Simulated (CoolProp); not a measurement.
Vapour-liquid equilibrium of benzene (1) + ethylbenzene (2) at 367 K; x and y are mole fractions of (1).

Computed with CoolProp (multi-fluid Helmholtz-energy mixture model, Thol 2012 and Zhou 2012; pair parameters Bell 2016).

**Question.** Give the bubble pressure and the first vapour's composition at x = 0.5, 0.8, 0.95. Is there an azeotrope?

**Answer.** x = 0.5: 0.8436 bar, y = 0.837; x = 0.8: 1.247 bar, y = 0.958; x = 0.95: 1.453 bar, y = 0.991. No azeotrope shows between x = 0.05 and 0.95.

The pair parameters rest on a limited set of measurements; away from them the model extrapolates.
